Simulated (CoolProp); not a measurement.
Values from CoolProp's reference Helmholtz-energy equation of state, Akasaka 2022.

Problem. Give the vapour pressure (MPa), liquid density (kg/m³), vapour density (kg/m³), enthalpy of vaporisation (kJ/kg) of saturated R1233zd(E) at 306.9 K.

Solution. 
```tsv
T (K)	p (MPa)	liquid density (kg/m³)	vapour density (kg/m³)	enthalpy of vaporisation (kJ/kg)
306.9	0.176	1240	9.61	186
```
